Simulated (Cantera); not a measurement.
Charge: 1 mol Nb₂O₅, 240 mol H₂, held at 750 Torr.

Cantera equilibrium calculation (NASA polynomials, part measured and part estimated; ideal gas, pure solids and liquids). Candidate condensed phases: H₂O, Nb, NbO, NbO₂, Nb₂O₅; 12 gas species. Condensed phases not in the tables: the oxides between NbO₂ and Nb₂O₅. Kinetics and transport are ignored.

Task: At 1550 K, list the 3 most abundant gas species with their mole fractions, and the condensed phases.

Result: H₂ 0.996, H₂O 0.00417, H 3.14e-5. Condensed: NbO₂(s).
